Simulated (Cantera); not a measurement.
Gas mixture: 61.1 % H2O, 38.9 % O2, at 0.987 atm, frozen composition.

Cantera's kinetic-theory transport with the Lennard-Jones parameters of GRI-Mech 3.0, ideal gas; thermal conductivity in the multicomponent form. Polar gases are described roughly by these parameters.

D: mixture-averaged diffusion coefficient of that species in the mixture.

```
T (K)  ρ (kg/m³)  cp (J/kg/K)  μ (µPa s)  λ (mW/m/K)     Pr  D (cm²/s) NO  D (cm²/s) CH4  D (cm²/s) O
-----  ---------  -----------  ---------  ----------  -----  ------------  -------------  -----------
400        0.705         1393       18.6        37.5  0.691         0.374              ?        0.611
500        0.564         1433       22.8        47.8  0.682         0.560              ?        0.908
600        0.470         1479       26.8        58.5  0.677         0.774              ?         1.25
700        0.403         1525       30.7        69.4  0.675          1.01              ?         1.63
800        0.353         1569       34.4        80.3  0.673          1.28              ?         2.05
900        0.313         1612       38.1        91.2  0.673          1.57              ?         2.51
1000       0.282         1655       41.6         102  0.673          1.88              ?         3.00
```

Problem. Some entries are withheld; supply them.

Solution. 
- 400, D (cm²/s) CH4: 0.395
- 500, D (cm²/s) CH4: 0.597
- 600, D (cm²/s) CH4: 0.830
- 700, D (cm²/s) CH4: 1.09
- 800, D (cm²/s) CH4: 1.38
- 900, D (cm²/s) CH4: 1.70
- 1000, D (cm²/s) CH4: 2.04
